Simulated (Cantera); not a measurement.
A perfectly stirred reactor is fed with 27.0 % H₂, 73.0 % O₂, at 0.0109 atm; it is held at 1050 K, and followed from long to short residence time.

Model: the H2/O2 subset of GRI-Mech 3.0, which has no nitrogen chemistry, integrated in Cantera. Radical loss at walls, strong at low pressure, is not modelled. The temperature is held fixed by assumption; the heat of reaction is taken as removed at once.

Q: Predict: x(H₂) at τ = 11.0 s; x(O₂) at τ = 11.0 s; x(HO₂) at τ = 11.0 s; x(OH) at τ = 11.0 s; x(H) at τ = 11.0 s; x(H₂) at τ = 69.0 ms; x(O₂) at τ = 69.0 ms; x(HO₂) at τ = 69.0 ms; x(OH) at τ = 69.0 ms; x(H) at τ = 69.0 ms.

A: 
```
Property                 Result
---------------------  --------
x(H₂) at τ = 11.0 s    0.000336
x(O₂) at τ = 11.0 s       0.687
x(HO₂) at τ = 11.0 s    4.34e-6
x(OH) at τ = 11.0 s    0.000589
x(H) at τ = 11.0 s      6.32e-5
x(H₂) at τ = 69.0 ms    0.00751
x(O₂) at τ = 69.0 ms      0.676
x(HO₂) at τ = 69.0 ms   1.36e-5
x(OH) at τ = 69.0 ms    0.00346
x(H) at τ = 69.0 ms     0.00935
```
